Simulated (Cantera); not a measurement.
Feed: 1 mol Ti(OiPr)4, 0.11 mol H2O.

Equilibrium computed with Cantera from the NASA thermochemical tables; the gas is ideal and each condensed phase is pure. Candidate condensed phases: C, C6H6, C7H8, C8H18, H2O, Ti, TiC, TiO, TiO2, Ti2O3, Ti3O5, Ti4O7; 113 gas species. The feed counts by its element totals alone. Mutual solubility and eutectic melting of coexisting phases are not modelled. TiC: taken at fixed stoichiometry. Condensed phases not in the tables: Magnéli phases beyond Ti4O7. The numbers say what is thermodynamically allowed, not how fast it happens.

Stable condensed phases, one row left out:

```
T in K \ P in Pa
             10     46    220   1000   4600  22000 100000
   1975       A      A      A      A      A      A      A
   1925       A      A      A      A      A      A      A
   1875       A      A      A      A      A      A      A
   1825       A      A      A      A      A      A      A
   1775       A      A      A      A      A      A      A
   1725       A      A      A      A      A      A      A
   1675       A      A      A      A      A      A      A
   1625       A      A      A      A      A      A      A
   1575       A      A      A      A      A      A      A
   1525       A      A      A      A      A      A      A
   1425       A      A      A      A      A      A      B
   1375       A      A      A      A      A      C      B
   1325       A      A      A      A      A      B      D
```

A: C + TiC; B: C + Ti3O5; C: C + TiC + Ti3O5; D: C + Ti4O7.

Task: Give the row for 1475 K.

Result: 10: C + TiC; 46: C + TiC; 220: C + TiC; 1000: C + TiC; 4600: C + TiC; 22000: C + TiC; 100000: C + TiC + Ti3O5.
